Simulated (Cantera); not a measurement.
## Thermodynamics of silicon epitaxy and polysilicon growth, feed SiH2Cl2 + Cl2 + N2

A closed system holds: 1 mol SiH2Cl2, 0.034 mol Cl2, 100 mol N2, equilibrated at 10.0 mbar.

These are equilibrium values from Cantera (NASA tables, ideal gas, pure condensed phases), not measurements of a reactor. Candidate condensed phases: NH4Cl, Si, Si3N4; 28 gas species. N2 is the only nitrogen source here; it is nearly inert below about 1500 K, so the nitride shown seldom forms there in practice. The tables' values for SiCl3, SiCl are old estimates; treat these amounts as uncertain. Kinetics and transport are ignored.

```tsv
T (°C)	x N2	x HCl	x SiCl2	x H2	x SiCl4	x SiCl3	n Si3N4(s)
777	0.981	0.0161	1.54e-6	0.00183	0.00108	9.55e-6	0.297
827	0.981	0.0162	6.48e-6	0.00176	0.00103	2.19e-5	0.298
877	0.981	0.0163	2.39e-5	0.00170	0.000969	4.60e-5	0.298
927	0.981	0.0164	7.77e-5	0.00166	0.000893	8.90e-5	0.297
977	0.981	0.0164	0.000222	0.00167	0.000775	0.000155	0.294
1027	0.981	0.0162	0.000546	0.00176	0.000596	0.000234	0.287
1077	0.980	0.0157	0.00112	0.00198	0.000375	0.000291	0.273
1127	0.980	0.0149	0.00192	0.00240	0.000187	0.000290	0.252
1177	0.980	0.0137	0.00280	0.00300	7.74e-5	0.000244	0.228
1227	0.980	0.0122	0.00370	0.00372	2.94e-5	0.000185	0.201
1277	0.980	0.0107	0.00458	0.00448	1.08e-5	0.000134	0.173
1327	0.980	0.00916	0.00540	0.00523	3.98e-6	9.35e-5	0.147
1377	0.980	0.00774	0.00614	0.00592	1.48e-6	6.43e-5	0.122
```
x: gas mole fraction; n: condensed amount in mol.

From 777 °C to 1377 °C the condensed part is Si3N4(s). The main Si-bearing gas is SiCl4 at 777 °C and SiCl2 at 1377 °C. The share of Si in condensed phases is highest at 877 °C (89.4 %) and lowest at 1377 °C (36.6 %).
